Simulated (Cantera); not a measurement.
Feed: 1 mol C₂H₄, a varied amount of H₂O, held at 875 °C and 15.0 Pa.

Cantera equilibrium calculation (NASA polynomials, part measured and part estimated; ideal gas, pure solids and liquids). Candidate condensed phases: C, C₆H₆, C₇H₈, C₈H₁₈, H₂O; 110 gas species. The numbers say what is thermodynamically allowed, not how fast it happens.

x: gas mole fraction; n: condensed amount in mol.

```json
[
 {"n(H₂O) (mol)": "0.21", "x H₂": "0.913", "x CO": "0.0868", "x H₂O": "5.70e-7", "x CO₂": "4.58e-8", "x H": "5.61e-6", "n C(graphite)": "1.79"},
 {"n(H₂O) (mol)": "0.56", "x H₂": "0.821", "x CO": "___", "x H₂O": "___", "x CO₂": "___", "x H": "5.31e-6", "n C(graphite)": "___"},
 {"n(H₂O) (mol)": "0.92", "x H₂": "0.760", "x CO": "0.240", "x H₂O": "1.31e-6", "x CO₂": "3.49e-7", "x H": "5.12e-6", "n C(graphite)": "1.08"},
 {"n(H₂O) (mol)": "1.3", "x H₂": "0.717", "x CO": "0.283", "x H₂O": "1.46e-6", "x CO₂": "4.86e-7", "x H": "4.97e-6", "n C(graphite)": "0.700"},
 {"n(H₂O) (mol)": "1.6", "x H₂": "0.692", "x CO": "0.308", "x H₂O": "1.53e-6", "x CO₂": "5.76e-7", "x H": "4.88e-6", "n C(graphite)": "0.400"},
 {"n(H₂O) (mol)": "2", "x H₂": "0.667", "x CO": "0.333", "x H₂O": "1.60e-6", "x CO₂": "___", "x H": "4.79e-6", "n C(graphite)": "0"},
 {"n(H₂O) (mol)": "2.3", "x H₂": "0.648", "x CO": "0.304", "x H₂O": "0.0341", "x CO₂": "0.0135", "x H": "4.72e-6", "n C(graphite)": "0"},
 {"n(H₂O) (mol)": "2.7", "x H₂": "0.625", "x CO": "0.271", "x H₂O": "0.0765", "x CO₂": "0.0280", "x H": "4.64e-6", "n C(graphite)": "0"}
]
```

### Question
Some entries are withheld; supply them.

### Answer

- 0.56, x CO: 0.179
- 0.56, x H₂O: 1.06e-6
- 0.56, x CO₂: 1.96e-7
- 0.56, n C(graphite): 1.44
- 2, x CO₂: 6.77e-7
